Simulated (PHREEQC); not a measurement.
Model water analysis in mg/L, 20 °C, pH 3.92, pe 9.1: Na 318; K 128; Ca 230; Mg 48.7; Cl 253; S(6) as SO4 1170; B 1.28.

Cl is adjusted to close the charge balance.
Valence states are taken as typed.

Equilibrium calculation in PHREEQC: ion-association model, phreeqc.dat.

Each row changes one thing in this solution. No solid was allowed to form.

| case | ionic strength (mol/kgw) | SO4-2 (mol/kgw) | Ca+2 (mol/kgw) | CaSO4 (mol/kgw) | Mg+2 (mol/kgw) | MgSO4 (mol/kgw) | SI of Gypsum (CaSO4:2H2O) | SI of Halite (NaCl) |
|---|---|---|---|---|---|---|---|---|
| as made | 0.0429 | 0.00950 | 0.00415 | 0.00160 | 0.00136 | 0.000645 | -0.44 | -5.67 |
| Mg from 48.7 to 97.4 mg/L | … | 0.00908 | 0.00426 | 0.00149 | 0.00281 | 0.00121 | -0.47 | -5.51 |
| temperature from 20 to 5 °C at the same typed pH | 0.0440 | 0.00979 | 0.00423 | 0.00152 | 0.00151 | … | -0.39 | -5.65 |
| all concentrations times 2 at the same typed pH | 0.0816 | 0.0178 | 0.00769 | 0.00384 | 0.00248 | 0.00154 | -0.06 | -5.12 |

Q: Some entries are withheld; supply them.

A: 
- Mg from 48.7 to 97.4 mg/L, ionic strength (mol/kgw): 0.0472
- temperature from 20 to 5 °C at the same typed pH, MgSO4 (mol/kgw): 0.000494

Complexes and solids missing from the database can't appear. At this temperature some constants are extrapolated from 25 °C, and those without enthalpy data are left unchanged.
